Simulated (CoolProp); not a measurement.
n-perfluoropentane along the isotherm 119.95 °C: fugacity coefficient from the reference equation and from simpler models built on Tc = 147.9 °C, pc = 20.63 bar, ω = 0.436; each cubic takes its own stable root.

The numbers come from the reference Helmholtz-energy equation of state, Gao 2022 in CoolProp.

```csv
p (bar),phase,reference,van der Waals,Redlich-Kwong
10,gas,0.7901,0.8307,0.8033
20,liquid,0.4719,0.6008,0.5331
30,liquid,0.3381,0.4482,0.3875
40,liquid,0.2720,0.3737,0.3153
50,liquid,0.2332,0.3310,0.2729
60,liquid,0.2080,0.3044,0.2453
70,liquid,0.1906,0.2874,0.2264
80,liquid,0.1782,0.2764,0.2130
90,liquid,0.1692,0.2696,0.2033
100,liquid,0.1625,0.2659,0.1962
```
